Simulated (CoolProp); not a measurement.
Vapour-liquid equilibrium of cyclohexane (1) + n-heptane (2) at 161.85 °C; x and y are mole fractions of (1).

Model: multi-fluid Helmholtz-energy mixture model, Zhou 2014 and Span 2003; pair parameters Bell 2016, in CoolProp.

**Question.** Give the bubble pressure and the first vapour's composition at x = 0.15, 0.65, 0.95. Is there an azeotrope?

**Answer.** x = 0.15: 0.5127 MPa, y = 0.195; x = 0.65: 0.6227 MPa, y = 0.716; x = 0.95: 0.6860 MPa, y = 0.962. No azeotrope shows between x = 0.05 and 0.95.

Pair parameters are fitted to limited data, so mixtures are less certain than the pure fluids.
